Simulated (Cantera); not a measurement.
# Si2Cl6 + NH3 + H2 (silicon nitride deposition)

Feed: 1 mol Si2Cl6, 4 mol NH3, 2.3 mol H2, equilibrated at 1775 °C and 0.100 bar.

Equilibrium computed with Cantera from the NASA thermochemical tables; the gas is ideal and each condensed phase is pure. Candidate condensed phases: NH4Cl, Si, Si3N4; 28 gas species. The feed counts by its element totals alone. The tables' values for SiCl3, SiCl, SiN are old estimates; treat these amounts as uncertain. Gases not in the tables: Si2H6 and higher silanes. Rates play no part.

```json
{
 "x(H2)": "0.531",
 "x(HCl)": "0.176",
 "x(N2)": "0.150",
 "x(SiCl2)": "0.132",
 "x(H)": "0.00516",
 "x(SiCl3)": "0.00197",
 "x(SiCl)": "0.00137",
 "x(Cl)": "0.00127",
 "x(Si)": "0.000756",
 "n(Si(l))": "0.174 mol",
 "gas_amount": "13.35 mol"
}
```
